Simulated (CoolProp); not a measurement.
Properties of hydrogen chloride along the isotherm 348.4 K (Tc = 324.7 K, pc = 83.14 bar, ω = 0.130).

The numbers come from the reference Helmholtz-energy equation of state, Thol 2018 in CoolProp.

```json
[
 {"p (bar)": "0.394", "phase": "gas", "cp (kJ/(kg K))": "0.8013", "speed of sound (m/s)": "333.2", "isothermal compressibility (1/MPa)": "25.42"},
 {"p (bar)": "0.666", "phase": "gas", "cp (kJ/(kg K))": "0.8027", "speed of sound (m/s)": "333.0", "isothermal compressibility (1/MPa)": "15.05"},
 {"p (bar)": "1.12", "phase": "gas", "cp (kJ/(kg K))": "0.8052", "speed of sound (m/s)": "332.7", "isothermal compressibility (1/MPa)": "8.965"},
 {"p (bar)": "1.9", "phase": "gas", "cp (kJ/(kg K))": "0.8095", "speed of sound (m/s)": "332.2", "isothermal compressibility (1/MPa)": "5.300"},
 {"p (bar)": "3.2", "phase": "gas", "cp (kJ/(kg K))": "(withheld)", "speed of sound (m/s)": "331.3", "isothermal compressibility (1/MPa)": "3.162"},
 {"p (bar)": "5.4", "phase": "gas", "cp (kJ/(kg K))": "(withheld)", "speed of sound (m/s)": "329.9", "isothermal compressibility (1/MPa)": "1.889"},
 {"p (bar)": "9.11", "phase": "gas", "cp (kJ/(kg K))": "0.8521", "speed of sound (m/s)": "327.4", "isothermal compressibility (1/MPa)": "1.136"},
 {"p (bar)": "15.4", "phase": "gas", "cp (kJ/(kg K))": "(withheld)", "speed of sound (m/s)": "(withheld)", "isothermal compressibility (1/MPa)": "0.6897"},
 {"p (bar)": "25.9", "phase": "gas", "cp (kJ/(kg K))": "0.9771", "speed of sound (m/s)": "316.2", "isothermal compressibility (1/MPa)": "0.4299"},
 {"p (bar)": "43.8", "phase": "gas", "cp (kJ/(kg K))": "1.171", "speed of sound (m/s)": "304.0", "isothermal compressibility (1/MPa)": "0.2798"},
 {"p (bar)": "73.9", "phase": "gas", "cp (kJ/(kg K))": "1.812", "speed of sound (m/s)": "282.9", "isothermal compressibility (1/MPa)": "0.2101"},
 {"p (bar)": "125", "phase": "supercritical", "cp (kJ/(kg K))": "6.480", "speed of sound (m/s)": "262.9", "isothermal compressibility (1/MPa)": "0.2138"}
]
```

Task: Some entries are withheld; supply them.

Result: 
- 3.2, cp (kJ/(kg K)): 0.8168
- 5.4, cp (kJ/(kg K)): 0.8295
- 15.4, cp (kJ/(kg K)): 0.8942
- 15.4, speed of sound (m/s): 323.2
